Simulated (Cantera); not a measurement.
**Transport properties of process gases**

Gas mixture: 100 % NO, at 0.00859 atm, frozen composition.

Cantera's kinetic-theory transport with the Lennard-Jones parameters of GRI-Mech 3.0, ideal gas; thermal conductivity in the multicomponent form. The composition is frozen, though it would react at the higher temperatures.

```json
[
 {"T (K)": "400", "ρ (kg/m³)": "0.00785", "cp (J/kg/K)": "998.6", "μ (µPa s)": "23.1", "λ (mW/m/K)": "32.5", "Pr": "0.711", "D (cm²/s) NH₃": "44.0", "D (cm²/s) CH₄": "42.9", "D (cm²/s) N₂": "39.5"},
 {"T (K)": "500", "ρ (kg/m³)": "0.00628", "cp (J/kg/K)": "1016", "μ (µPa s)": "27.0", "λ (mW/m/K)": "38.7", "Pr": "0.709", "D (cm²/s) NH₃": "66.4", "D (cm²/s) CH₄": "63.3", "D (cm²/s) N₂": "57.8"},
 {"T (K)": "600", "ρ (kg/m³)": "0.00523", "cp (J/kg/K)": "1041", "μ (µPa s)": "30.6", "λ (mW/m/K)": "45.0", "Pr": "0.708", "D (cm²/s) NH₃": "92.3", "D (cm²/s) CH₄": "86.4", "D (cm²/s) N₂": "78.8"},
 {"T (K)": "700", "ρ (kg/m³)": "0.00449", "cp (J/kg/K)": "1067", "μ (µPa s)": "34.0", "λ (mW/m/K)": "51.2", "Pr": "0.708", "D (cm²/s) NH₃": "121", "D (cm²/s) CH₄": "112", "D (cm²/s) N₂": "102"},
 {"T (K)": "800", "ρ (kg/m³)": "0.00392", "cp (J/kg/K)": "1092", "μ (µPa s)": "37.1", "λ (mW/m/K)": "57.3", "Pr": "0.708", "D (cm²/s) NH₃": "154", "D (cm²/s) CH₄": "141", "D (cm²/s) N₂": "128"},
 {"T (K)": "900", "ρ (kg/m³)": "0.00349", "cp (J/kg/K)": "1114", "μ (µPa s)": "40.1", "λ (mW/m/K)": "63.1", "Pr": "0.707", "D (cm²/s) NH₃": "188", "D (cm²/s) CH₄": "171", "D (cm²/s) N₂": "156"},
 {"T (K)": "1000", "ρ (kg/m³)": "0.00314", "cp (J/kg/K)": "1133", "μ (µPa s)": "42.9", "λ (mW/m/K)": "68.8", "Pr": "0.707", "D (cm²/s) NH₃": "226", "D (cm²/s) CH₄": "205", "D (cm²/s) N₂": "186"},
 {"T (K)": "1100", "ρ (kg/m³)": "0.00285", "cp (J/kg/K)": "1147", "μ (µPa s)": "45.7", "λ (mW/m/K)": "74.1", "Pr": "0.707", "D (cm²/s) NH₃": "266", "D (cm²/s) CH₄": "240", "D (cm²/s) N₂": "218"}
]
```
D: mixture-averaged diffusion coefficient of that species in the mixture.
